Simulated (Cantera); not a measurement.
## Equilibrium for thermal oxidation and active oxidation of silicon: Si + O2 + N2

Charge: 1 mol Si, a varied amount of O2, 24 mol N2, equilibrated at 1402 °C and 180000 Pa.

Cantera equilibrium calculation (NASA polynomials, part measured and part estimated; ideal gas, pure solids and liquids). Candidate condensed phases: Si, SiO2, Si2N2O, Si3N4; 16 gas species. Mutual solubility and eutectic melting of coexisting phases are not modelled. The tables hold silica as quartz up to 1696 K and as liquid above; real silica turns to tridymite and cristobalite and melts near 1996 K. The numbers say what is thermodynamically allowed, not how fast it happens.

From 0.021 mol O2 to 0.21 mol O2 the condensed part is Si2N2O(s) + Si3N4(s). From 0.26 mol O2 to 0.33 mol O2 the condensed part is SiO2(β-quartz) + Si2N2O(s). The main Si-bearing gas is SiO throughout.

```tsv
n(O2) (mol)	x N2	x SiO	x Si	x SiN	n Si2N2O(s)	n Si3N4(s)	n SiO2(β-quartz)
0.021	1.000	1.78e-6	1.66e-9	1.47e-9	0.0420	0.305	0
0.027	1.000	1.78e-6	1.66e-9	1.47e-9	0.0540	0.297	0
0.033	1.000	1.78e-6	1.66e-9	1.47e-9	0.0660	0.289	0
0.042	1.000	1.78e-6	1.66e-9	1.47e-9	0.0840	0.277	0
0.053	1.000	1.78e-6	1.66e-9	1.47e-9	0.106	0.263	0
0.066	1.000	1.78e-6	1.66e-9	1.47e-9	0.132	0.245	0
0.083	1.000	1.78e-6	1.66e-9	1.47e-9	0.166	0.223	0
0.1	1.000	1.78e-6	1.66e-9	1.47e-9	0.200	0.200	0
0.13	1.000	1.78e-6	1.66e-9	1.47e-9	0.260	0.160	0
0.17	1.000	1.78e-6	1.66e-9	1.47e-9	0.340	0.107	0
0.21	1.000	1.78e-6	1.66e-9	1.47e-9	0.420	0.0533	0
0.26	1.000	6.69e-5	4.41e-11	3.90e-11	0.493	0	0.0128
0.33	1.000	6.69e-5	4.41e-11	3.90e-11	0.446	0	0.106
```
x: gas mole fraction; n: condensed amount in mol.
